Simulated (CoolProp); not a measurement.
A single-stage vapour-compression cycle with R1336mzz(E): evaporating at 261.15 K (dew point), condensing at 287.15 K (bubble point), superheat 10 K, subcooling 5 K, compressor efficiency 0.8, no pressure losses. Each further row changes one setting.

Computed with CoolProp (reference Helmholtz-energy equation of state, Akasaka 2023).

```tsv
case	cooling COP	pressure ratio	discharge temperature (K)	refrigerating effect (kJ/kg)	volumetric capacity (kJ/m³)
as stated	7.53	3.08	297.4	146	455
evaporating temperature 266.15 K	9.72	2.43	297.1	149	[?]
condensing temperature 282.15 K	9.54	2.53	292.7	152	474
subcooling 10 K	[?]	3.08	297.4	152	474
superheat 20 K	7.63	3.08	307.8	154	461
compressor efficiency 0.7	[?]	3.08	[?]	146	455
```

Task: Complete the blanks.

Result: 
- evaporating temperature 266.15 K, volumetric capacity (kJ/m³): 583
- subcooling 10 K, cooling COP: 7.85
- compressor efficiency 0.7, cooling COP: 6.59
- compressor efficiency 0.7, discharge temperature (K): 300.7
